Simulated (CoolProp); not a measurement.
A Linde-Hampson liquefier for CF4 (R14): isothermal reversible compression at 320 K from 1 atm to 25 MPa, throttling to 1 atm, return gas leaving the recuperator 0 K below the feed. Each further row changes one setting.

The numbers come from the reference Helmholtz-energy equation of state, Platzer 1990 in CoolProp. This equation is an older, rougher fit; its heat capacities, sound speeds and derivatives of the liquid may be far off and weren't checked against measurements.

```json
[
 {"case": "as stated", "liquid yield per pass": "?", "compression work (kJ/kg of gas)": "154"},
 {"case": "high pressure 50 MPa", "liquid yield per pass": "?", "compression work (kJ/kg of gas)": "?"},
 {"case": "warm-end temperature 350 K", "liquid yield per pass": "0.188", "compression work (kJ/kg of gas)": "?"},
 {"case": "warm-end gap 5 K", "liquid yield per pass": "?", "compression work (kJ/kg of gas)": "154"}
]
```

**Question.** Some entries are withheld; supply them.

**Answer.** 
- as stated, liquid yield per pass: 0.242
- high pressure 50 MPa, liquid yield per pass: 0.250
- high pressure 50 MPa, compression work (kJ/kg of gas): 178
- warm-end temperature 350 K, compression work (kJ/kg of gas): 173
- warm-end gap 5 K, liquid yield per pass: 0.230
